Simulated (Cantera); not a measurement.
Charge: 1 mol MgCO₃, 0.053 mol SO₂, 6.4 mol CO₂, 0.013 mol O₂, equilibrated at 4800 Pa.

These are equilibrium values from Cantera (NASA tables, ideal gas, pure condensed phases), not measurements of a reactor. Candidate condensed phases: C, Mg, MgCO₃, MgO, MgS, MgSO₄, S; 26 gas species. The numbers say what is thermodynamically allowed, not how fast it happens.

Q: Which condensed phases are stable at each of these points (T (K)): 798, 848, 898, 948, 998, 1048, 1098, 1148, 1198, 1248, 1298?

A: 
| T (K) | condensed phases | Mg condensed (%) |
|---|---|---|
| 798 | MgO(s) + MgSO₄(s) | 100.0 |
| 848 | MgO(s) + MgSO₄(s) | 100.0 |
| 898 | MgO(s) + MgSO₄(s) | 100.0 |
| 948 | MgO(s) + MgSO₄(s) | 100.0 |
| 998 | MgO(s) + MgSO₄(s) | 100.0 |
| 1048 | MgO(s) | 100.0 |
| 1098 | MgO(s) | 100.0 |
| 1148 | MgO(s) | 100.0 |
| 1198 | MgO(s) | 100.0 |
| 1248 | MgO(s) | 100.0 |
| 1298 | MgO(s) | 100.0 |

From 798 K to 998 K the condensed part is MgO(s) + MgSO₄(s). From 1048 K to 1298 K the condensed part is MgO(s).
